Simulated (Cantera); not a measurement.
Thermodynamics of boron, boron nitride and boron oxide, feed B + NH3 + H2 + N2

Feed: 1 mol B, 0.72 mol NH3, 4.7 mol H2, 0.87 mol N2, at 1050 K and 0.000360 bar.

These are equilibrium values from Cantera (NASA tables, ideal gas, pure condensed phases), not measurements of a reactor. Candidate condensed phases: B, BN; 15 gas species. Kinetics and transport are ignored.

| Quantity | Value |
|---|---|
| x(H2) | 0.888 |
| x(N2) | 0.112 |
| n(BN(s)) | 1.00 mol |
| gas amount | 6.510 mol |
| log10 activity of B(s) (absent) | -5.67 |
